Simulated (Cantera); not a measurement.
Feed: 1 mol MgO, 1.3 mol HBr, 31 mol H₂, equilibrated at 700 K and 1.33 mbar.

Equilibrium computed with Cantera from the NASA thermochemical tables; the gas is ideal and each condensed phase is pure. Candidate condensed phases: Br₂, H₂O, Mg, MgBr₂, MgO, Mg(OH)₂; 20 gas species. Equilibrium is a limit: real reactors are often held back by kinetics, nucleation or transport.

Base state: H₂ 0.960, HBr 0.0402, H₂O 2.77e-5, MgBr₂ 2.77e-5 (mole fractions); condensed: MgO(s).

**Question.** What changes in the equilibrium state with this change: temperature from 700 K to 1175 K?

**Answer.** 
```
species       before    after
-----------  -------  -------
H₂             0.960    0.960
HBr           0.0402   0.0365
H₂O          2.77e-5  0.00186
MgBr₂        2.77e-5  0.00186
Br           1.77e-9  6.01e-5
MgO(s), mol    0.999    0.940
```

**Question.** What changes in the equilibrium state with this change: temperature from 700 K to 1125 K?

**Answer.** 
```tsv
species	before	after
H₂	0.960	0.960
HBr	0.0402	0.0373
H₂O	2.77e-5	0.00144
MgBr₂	2.77e-5	0.00144
Br	1.77e-9	3.07e-5
MgO(s), mol	0.999	0.953
```
